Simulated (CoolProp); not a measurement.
Computed with CoolProp (reference Helmholtz-energy equation of state, Akasaka 2020).

Problem. Give the vapour pressure (bar), vapour density (kg/m³), liquid cp (kJ/(kg K)) of saturated R1123 at 263.7, 292.1 K.

Solution. 
```json
[
 {"T (K)": "263.7", "p (bar)": "8.14", "vapour density (kg/m³)": "36.0", "liquid cp (kJ/(kg K))": "1.44"},
 {"T (K)": "292.1", "p (bar)": "18.2", "vapour density (kg/m³)": "84.8", "liquid cp (kJ/(kg K))": "1.66"}
]
```
